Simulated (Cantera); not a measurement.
A perfectly stirred reactor is fed with C2H6 : N2 = 1 : 1.3 (molar parts), at 0.420 bar; it is held at 1775 K, and followed from long to short residence time.

Cantera simulation using GRI-Mech 3.0 (53 species, 325 reactions); the numbers are that mechanism's predictions, not measurements. GRI-Mech 3.0 stops at C3 and has no aromatics, soot or wall deposition, so with more carbon than oxygen in the feed, carbon stays in small species such as C2H2 where larger ones or solid carbon would form.

x: mole fraction; the columns are a selection and need not sum to one.

| τ (s) | x C2H6 | x CH4 | x C2H | x CH3 | x C2H4 | x H |
|---|---|---|---|---|---|---|
| 0.60 | [?] | 0.0202 | 1.34e-6 | 0.000307 | 0.00128 | 0.000333 |
| 0.26 | [?] | 0.0276 | 1.43e-6 | 0.000451 | 0.00138 | 0.000353 |
| 0.11 | [?] | 0.0369 | 1.57e-6 | 0.000672 | 0.00162 | 0.000383 |
| 0.050 | [?] | 0.0468 | 1.75e-6 | 0.000965 | 0.00208 | 0.000423 |
| 0.022 | [?] | 0.0585 | 1.99e-6 | 0.00140 | 0.00303 | 0.000476 |
| 0.0094 | [?] | 0.0722 | 2.30e-6 | 0.00206 | 0.00495 | 0.000543 |
| 0.0041 | [?] | 0.0873 | 2.65e-6 | 0.00300 | 0.00852 | 0.000616 |
| 0.0018 | [?] | 0.104 | 3.01e-6 | 0.00436 | 0.0150 | 0.000692 |
| 0.00078 | [?] | 0.120 | 3.34e-6 | 0.00635 | 0.0265 | 0.000768 |

Problem. Fill in the missing entries.

Solution. 
- 0.60, x C2H6: 1.71e-5
- 0.26, x C2H6: 3.75e-5
- 0.11, x C2H6: 8.31e-5
- 0.050, x C2H6: 0.000170
- 0.022, x C2H6: 0.000355
- 0.0094, x C2H6: 0.000754
- 0.0041, x C2H6: 0.00157
- 0.0018, x C2H6: 0.00325
- 0.00078, x C2H6: 0.00684
